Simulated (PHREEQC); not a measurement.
**Metal-bearing waste water (model solution)**

Dissolve 12 mmol/kgw ZnSO4, 0.67 mmol/kgw ZnCl2, 0.4 mmol/kgw HCl and 1.2 mmol/kgw NaCl at 10 °C. Closed to the air; pH follows from the charge balance.

All values are PHREEQC results (ion-association model, phreeqc.dat), not measurements.

```json
{
 "pH": "3.57",
 "ionic_strength": "0.0356 mol/kgw",
 "specific_conductance": "1410 µS/cm",
 "total_alkalinity": "-0.400 meq/kg"
}
```

| species | molality | activity | log γ |
|---|---|---|---|
| Zn+2 | 0.00872 | 0.00450 | -0.287 |
| SO4-2 | 0.00769 | 0.00396 | -0.289 |
| ZnSO4 | 0.00366 | 0.00370 | 0.004 |
| Cl- | 0.00292 | 0.00245 | -0.076 |
| Na+ | 0.00118 | 0.000998 | -0.072 |
| H+ | 0.000310 | 0.000269 | -0.060 |

No solid was allowed to form. Species that the database lacks are ignored. Constants without temperature data keep their 25 °C values here.
